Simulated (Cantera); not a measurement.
An isothermal, constant-pressure homogeneous reactor starts with 54.1 % CH4, 45.9 % H2O, at 2025 K and 5.00 bar.

Computed with Cantera and GRI-Mech 3.0 (53 species, 325 reactions).

x: mole fraction; the columns are a selection and need not sum to one.

| t (s) | x CH4 | x H2O | x HCO | x C2H2 | x C2H6 | x CO | x HO2 |
|---|---|---|---|---|---|---|---|
| 0.000200 | 0.0764 | 0.302 | 1.15e-7 | 0.137 | 0.000121 | 0.0140 | 1.72e-11 |
| 0.000478 | 0.0423 | 0.270 | 8.49e-8 | 0.139 | 3.70e-5 | 0.0276 | 1.43e-11 |
| 0.00114 | 0.0286 | 0.228 | 9.30e-8 | 0.125 | 1.65e-5 | 0.0532 | 9.87e-12 |
| 0.00274 | 0.0228 | 0.172 | 1.28e-7 | 0.0997 | 9.94e-6 | 0.0930 | 5.06e-12 |
| 0.00654 | 0.0174 | 0.110 | 1.77e-7 | 0.0705 | 5.49e-6 | 0.140 | 1.89e-12 |
| 0.0156 | 0.0122 | 0.0583 | 2.26e-7 | 0.0456 | 2.70e-6 | 0.182 | <1e-12 |
| 0.0374 | 0.00843 | 0.0239 | 2.63e-7 | 0.0290 | 1.34e-6 | 0.210 | <1e-12 |
| 0.0894 | ? | ? | 2.83e-7 | ? | ? | 0.226 | <1e-12 |
| 0.214 | 0.00564 | 0.000516 | 2.90e-7 | 0.0176 | 6.54e-7 | 0.230 | <1e-12 |
| 0.511 | 0.00558 | 1.92e-5 | 2.90e-7 | 0.0174 | 6.41e-7 | 0.231 | <1e-12 |
| 1.22 | 0.00558 | 1.75e-5 | 2.90e-7 | 0.0174 | 6.41e-7 | 0.231 | <1e-12 |
| 2.92 | 0.00558 | 1.75e-5 | 2.90e-7 | 0.0174 | 6.41e-7 | 0.231 | <1e-12 |
| 6.99 | 0.00558 | 1.75e-5 | 2.90e-7 | 0.0174 | 6.41e-7 | 0.231 | <1e-12 |
| 16.7 | 0.00558 | 1.75e-5 | 2.90e-7 | 0.0174 | 6.41e-7 | 0.231 | <1e-12 |
| 40.0 | 0.00558 | 1.75e-5 | 2.90e-7 | 0.0174 | 6.41e-7 | 0.231 | <1e-12 |

Problem. What belongs in the gaps?

Solution. 
- 0.0894, x CH4: 0.00633
- 0.0894, x H2O: 0.00616
- 0.0894, x C2H2: 0.0204
- 0.0894, x C2H6: 8.01e-7
